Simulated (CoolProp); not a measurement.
Vapour-liquid equilibrium of R134a (1) + R1234ze(E) (2) at -2.15 °C; x and y are mole fractions of (1).

Computed with CoolProp (multi-fluid Helmholtz-energy mixture model, Tillner-Roth 1994 and Thol 2016; pair parameters Bell 2022).

```
x     bubble pressure (MPa)  y at the bubble point  dew pressure at overall composition x (MPa)  liquid density (mol/L)
----  ---------------------  ---------------------  -------------------------------------------  ----------------------
0.05                 0.2062                  0.076                                       0.2040                   11.01
0.15                 0.2173                  0.209                                       0.2124                   11.17
0.25                 0.2268                  0.323                                       0.2207                   11.33
0.35                 0.2351                  0.425                                       0.2290                     [?]
0.45                 0.2424                    [?]                                       0.2370                   11.68
0.55                 0.2488                  0.610                                       0.2445                   11.86
0.65                 0.2546                  0.698                                       0.2515                   12.05
0.75                 0.2598                    [?]                                          [?]                   12.24
0.85                    [?]                    [?]                                       0.2634                     [?]
0.95                 0.2687                  0.956                                       0.2684                   12.65
```

Complete the blanks.


- 0.35, liquid density (mol/L): 11.50
- 0.45, y at the bubble point: 0.520
- 0.75, y at the bubble point: 0.784
- 0.75, dew pressure at overall composition x (MPa): 0.2578
- 0.85, bubble pressure (MPa): 0.2645
- 0.85, y at the bubble point: 0.870
- 0.85, liquid density (mol/L): 12.44

No azeotrope shows between x = 0.05 and 0.95.

The pair parameters rest on a limited set of measurements; away from them the model extrapolates.
